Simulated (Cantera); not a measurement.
# Stirred combustor or abatement burner

A perfectly stirred reactor is fed with 8.98 % CH4, 0.279 % CO, 19.0 % O2, 71.7 % N2, equivalence ratio 0.95, at 1200 Torr; it is adiabatic with a 400 K inlet, and is followed from long to short residence time, starting on the burning branch (τ in s: 0.056, 0.024, 0.01, 0.0043, 0.0018, 0.00079, 0.00034, 0.00014, 6.1e-05).

Detailed kinetics in Cantera: GRI-Mech 3.0 (53 species, 325 reactions).

```tsv
τ (s)	T (K)	x CH4	x CO	x O2	x C2H	x OH
0.056	2244	3.95e-6	0.00665	0.0123	3.78e-12	0.00389
0.024	2233	8.06e-6	0.00771	0.0131	1.40e-11	0.00425
0.010	2210	1.58e-5	0.00956	0.0144	4.36e-11	0.00483
0.0043	2177	2.92e-5	0.0122	0.0161	1.08e-10	0.00560
0.0018	2130	5.45e-5	0.0155	0.0184	2.47e-10	0.00649
0.00079	2074	0.000101	0.0193	0.0210	5.27e-10	0.00726
0.00034	2007	0.000200	0.0236	0.0243	1.20e-9	0.00780
0.00014	1926	0.000461	0.0293	0.0289	3.28e-9	0.00776
6.1e-5	1826	0.00131	0.0386	0.0371	1.13e-8	0.00639
```
x: mole fraction; the columns are a selection and need not sum to one.
